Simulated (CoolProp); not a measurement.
Vapour-liquid equilibrium of CHF3 (R23) (1) + propane (2) at -16.35 °C; x and y are mole fractions of (1).

Values from CoolProp's multi-fluid Helmholtz-energy mixture model, Penoncello 2003 and Lemmon 2009; pair parameters Bell 2016.

| x | bubble pressure, mixture model (MPa) | bubble pressure, Raoult's law (MPa) | y, mixture model | y, Raoult's law |
|---|---|---|---|---|
| 0.05 | ? | 0.3424 | ? | 0.228 |
| 0.125 | 0.8388 | 0.4387 | 0.661 | 0.445 |
| 0.2 | 1.049 | 0.5349 | ? | 0.584 |
| 0.275 | 1.189 | 0.6312 | 0.766 | 0.680 |
| 0.35 | 1.281 | 0.7274 | ? | 0.751 |
| 0.425 | 1.342 | 0.8236 | 0.800 | 0.806 |
| 0.5 | 1.386 | 0.9199 | 0.811 | 0.849 |
| 0.575 | 1.422 | 1.016 | 0.821 | 0.884 |
| 0.65 | 1.456 | 1.112 | 0.833 | 0.912 |
| 0.725 | 1.490 | 1.209 | 0.848 | 0.937 |
| 0.8 | ? | 1.305 | ? | 0.957 |
| 0.875 | 1.554 | 1.401 | 0.901 | 0.975 |
| 0.95 | ? | 1.497 | 0.951 | 0.991 |

Task: What belongs in the gaps?

Result: 
- 0.05, bubble pressure, mixture model (MPa): 0.5383
- 0.05, y, mixture model: 0.473
- 0.2, y, mixture model: 0.731
- 0.35, y, mixture model: 0.787
- 0.8, bubble pressure, mixture model (MPa): 1.524
- 0.8, y, mixture model: 0.869
- 0.95, bubble pressure, mixture model (MPa): 1.569

The largest gap from Raoult's law is +96.1 % in bubble pressure, at x = 0.2. No azeotrope shows between x = 0.05 and 0.95.

Pair parameters are fitted to limited data, so mixtures are less certain than the pure fluids. With so large a gap from Raoult's law the liquid may split in two, which this calculation doesn't test in full.
